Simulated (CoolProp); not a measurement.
Saturation properties of ethylene (Tc = 9.2 °C, pc = 5.042 MPa, ω = 0.087).

Values from CoolProp's reference Helmholtz-energy equation of state, Smukala 2000.

```json
[
 {"T (°C)": "-55.15", "p (MPa)": "0.8938", "enthalpy of vaporisation (kJ/kg)": "___", "surface tension (mN/m)": "8.45"},
 {"T (°C)": "-51.65", "p (MPa)": "1.006", "enthalpy of vaporisation (kJ/kg)": "387.5", "surface tension (mN/m)": "7.92"},
 {"T (°C)": "-48.05", "p (MPa)": "___", "enthalpy of vaporisation (kJ/kg)": "378.8", "surface tension (mN/m)": "7.37"},
 {"T (°C)": "-44.45", "p (MPa)": "1.268", "enthalpy of vaporisation (kJ/kg)": "___", "surface tension (mN/m)": "6.83"},
 {"T (°C)": "-40.85", "p (MPa)": "1.415", "enthalpy of vaporisation (kJ/kg)": "360.1", "surface tension (mN/m)": "6.30"},
 {"T (°C)": "-37.25", "p (MPa)": "1.575", "enthalpy of vaporisation (kJ/kg)": "350.1", "surface tension (mN/m)": "5.77"},
 {"T (°C)": "-33.65", "p (MPa)": "___", "enthalpy of vaporisation (kJ/kg)": "339.4", "surface tension (mN/m)": "5.25"},
 {"T (°C)": "-30.15", "p (MPa)": "1.929", "enthalpy of vaporisation (kJ/kg)": "328.4", "surface tension (mN/m)": "4.76"},
 {"T (°C)": "-26.55", "p (MPa)": "2.128", "enthalpy of vaporisation (kJ/kg)": "316.4", "surface tension (mN/m)": "___"},
 {"T (°C)": "-22.95", "p (MPa)": "2.342", "enthalpy of vaporisation (kJ/kg)": "303.6", "surface tension (mN/m)": "3.75"},
 {"T (°C)": "-19.35", "p (MPa)": "2.571", "enthalpy of vaporisation (kJ/kg)": "289.7", "surface tension (mN/m)": "___"}
]
```

Problem. Fill in the missing entries.

Solution. 
- -55.15, enthalpy of vaporisation (kJ/kg): 395.6
- -48.05, p (MPa): 1.131
- -44.45, enthalpy of vaporisation (kJ/kg): 369.7
- -33.65, p (MPa): 1.748
- -26.55, surface tension (mN/m): 4.25
- -19.35, surface tension (mN/m): 3.27

It boils at -103.8 °C under 1 atm.

Surface tension comes from a separate correlation (Mulero 2012).
